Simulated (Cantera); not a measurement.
Input: 1 mol PbO, 16 mol CO, 11 mol H2, held at 75.0 Torr.

Equilibrium computed with Cantera from the NASA thermochemical tables; the gas is ideal and each condensed phase is pure. Candidate condensed phases: C, C6H6, C7H8, C8H18, H2O, Pb, PbO, PbO2, Pb3O4; 113 gas species. Rates play no part.

**Question.** At 1323 K, list the 5 most abundant gas species with their mole fractions, and the condensed phases.

**Answer.** CO 0.556, H2 0.373, Pb 0.0352, H2O 0.0198, CO2 0.0159. Condensed: Pb(l).
